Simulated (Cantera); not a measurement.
Feed: 1 mol CuO, 5.8 mol F2, equilibrated at 1152 °C and 26.0 mbar.

Method: chemical equilibrium by Gibbs-energy minimisation in Cantera with the NASA 1993 tables (ideal gas, pure condensed phases). Candidate condensed phases: Cu, CuF2, CuO, Cu2O; 13 gas species. Equilibrium is a limit: real reactors are often held back by kinetics, nucleation or transport.

Base state: F 0.859, CuF2 0.0906, O2 0.0453, F2 0.00522 (mole fractions); condensed: gas only.

**Question.** What changes in the equilibrium state with this change: temperature from 1152 °C to 852 °C?

**Answer.** 
```json
[
 {"species": "F", "before": "0.859", "after": "0.759"},
 {"species": "F2", "before": "0.00522", "after": "0.171"},
 {"species": "O2", "before": "0.0453", "after": "0.0574"},
 {"species": "CuF2", "before": "0.0906", "after": "0.0121"},
 {"species": "CuF2(l), mol", "before": "0", "after": "0.895"}
]
```
